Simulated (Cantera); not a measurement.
A Cantera script and what it prints.

```python
import numpy as np
import cantera as ct

gas_names = """
    CL CL2 H HCL H2 N NH NH2 NH3 N2 N2H2 N2H4 Si SiCL SiCL2 SiCL3 SiCL4 SiH SiHCL3 SiH2 SiH2CL2 SiH3
    SiH3CL SiH4 SiN Si2 Si2N Si3
""".split()
cond_names = """
    NH4CL(a) NH4CL(b) Si(cr) Si(L) Si3N4(a)
""".split()


# ... load() reads the species with a 1 bar reference pressure and builds the phases ...
atoms = {
    'SiCl4': {'Si': 1, 'CL': 4},
    'N2': {'N': 2},
    'H2': {'H': 2},
}
top_T = {'Si3N4(a)': 2400}  # K; cautious upper limits of use, not melting points


# ... equilibrate(T, P, feed) seeds the gas with the atoms and calls Mixture.equilibrate('TP', solver="vcs", rtol=1e-11, max_steps=5000) ...
results = []
feed = {'SiCl4': 1, 'N2': 6.8, 'H2': 0.67}  # mol
T = 1175  # K
P = 13332.2  # Pa
mix = equilibrate(T, P, feed)
results.append((T, P, feed, dict(zip(mix.species_names, mix.species_moles))))
x = sorted(zip(gas.X, gas.species_names), reverse=True)
print(f"T = {T:g} K  P = {P:g} Pa  gas = {mix.phase_moles(0):.4g} mol")
print("   x: " + "  ".join(f"{s} {v:.3e}" for v, s in x if v > 1e-06))
print("   condensed (mol): " + ("  ".join(f"{mix.phase(i).name} {mix.phase_moles(i):.4g}"
      for i in range(1, mix.n_phases) if mix.phase_moles(i) > 1e-12) or "none"))
```

Result:

```
T = 1175 K  P = 13332.2 Pa  gas = 8.56 mol
   x: N2 7.740e-01  HCL 1.232e-01  SiCL4 8.529e-02  H2 1.655e-02  SiCL3 6.756e-04  SiHCL3 2.702e-04  SiCL2 5.230e-05
   condensed (mol): Si3N4(a) 0.08712
```

Method: chemical equilibrium by Gibbs-energy minimisation in Cantera with the NASA 1993 tables (ideal gas, pure condensed phases). N2 is the only nitrogen source here; it is nearly inert below about 1500 K, so the nitride shown seldom forms there in practice. The tables' values for SiCl3 are old estimates; treat these amounts as uncertain.
